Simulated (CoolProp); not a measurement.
Properties of ammonia along the isobar 45000 kPa.

Computed with CoolProp (reference Helmholtz-energy equation of state, Gao 2020).

| T (K) | phase | density (kg/m³) | Joule-Thomson coefficient (K/MPa) | isothermal compressibility (1/MPa) |
|---|---|---|---|---|
| 279.2 | liquid | [?] | -0.1789 | 0.0008155 |
| 290.1 | liquid | 645.9 | [?] | 0.0009051 |
| 300.9 | liquid | 633.3 | -0.1559 | 0.001007 |
| 311.8 | liquid | 620.2 | -0.1418 | 0.001127 |
| 322.6 | liquid | 607.1 | -0.1257 | 0.001264 |
| 333.5 | liquid | 593.4 | -0.1070 | 0.001425 |
| 344.4 | liquid | 579.4 | -0.08544 | 0.001616 |
| 355.2 | liquid | 565.2 | -0.06078 | [?] |
| 366.1 | liquid | 550.4 | -0.03198 | 0.002105 |
| 376.9 | liquid | [?] | 0.001103 | 0.002422 |
| 387.8 | liquid | 519.5 | [?] | 0.002807 |
| 398.7 | liquid | 503.1 | 0.08515 | 0.003275 |
| 409.5 | supercritical | 486.3 | 0.1374 | 0.003839 |

**Question.** Fill in the missing entries.

**Answer.** 
- 279.2, density (kg/m³): 658.4
- 290.1, Joule-Thomson coefficient (K/MPa): -0.1681
- 355.2, isothermal compressibility (1/MPa): 0.001838
- 376.9, density (kg/m³): 535.3
- 387.8, Joule-Thomson coefficient (K/MPa): 0.03992
